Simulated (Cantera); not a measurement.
Charge: 1 mol SiH2Cl2, 0.0067 mol C3H8, 81 mol H2, equilibrated at 90000 Pa.

Cantera equilibrium calculation (NASA polynomials, part measured and part estimated; ideal gas, pure solids and liquids). Candidate condensed phases: C, C6H6, C7H8, C8H18, Si, SiC; 109 gas species. Mutual solubility and eutectic melting of coexisting phases are not modelled. Kinetics and transport are ignored.

Over these rows the condensed part is Si(s) + SiC(s). Partial pressures as log10 of bar:

| T (K) | 1000/T (1/K) | log p SiHCl3 | log p H2 | log p HCl |
|---|---|---|---|---|
| 1323 | 0.7559 | -3.43 | -0.06 | -1.76 |
| 1373 | 0.7283 | -3.68 | -0.06 | -1.74 |
| 1423 | 0.7027 | -3.93 | -0.06 | -1.73 |
| 1473 | 0.6789 | -4.18 | -0.06 | -1.73 |
| 1523 | 0.6566 | ? | -0.06 | -1.73 |
| 1573 | 0.6357 | -4.65 | -0.06 | -1.73 |

Question: Fit log p(SiHCl3) = a + b·(1000/T) to the five rows, give the apparent enthalpy, and predict the row at 1523 K.

Answer: Means: 1000/T = 0.7003, log p = -3.974. Sxy = 0.086662, Sxx = 0.0085122, so b = 10.18 and a = -3.974 − (10.18)×0.7003 = -11.10.
Apparent enthalpy: −19.145 × (10.18) = -195 kJ/mol. With the condensed phases at unit activity, Si(s) + 3 HCl(g) = SiHCl3(g) + H2(g) links this pressure to the main gases: over the six rows their terms move log p by +0.09 in all, so the slope isn't that reaction's ΔH° alone. The five rows lie within 0.03 of the line.
Prediction at 1523 K: -11.10 + (10.18)×0.6566 = -4.42. The computed value is -4.42, 0.00 from the line.
